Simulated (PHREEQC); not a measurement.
A solution holds 1.3 mmol/kgw Mn(NO3)2 and 0.033 mmol/kgw H2SO4, at 25 °C. Closed to the air; pH follows from the charge balance.

Equilibrium calculation in PHREEQC: ion-association model, phreeqc.dat.

No solid was allowed to form.

**Question.** What pH, specific conductance does the model give?

**Answer.** pH 4.21; specific conductance 325 µS/cm.

**Question.** In which forms is S present?

**Answer.** SO4-2 88 %, MnSO4 12 % of the S.
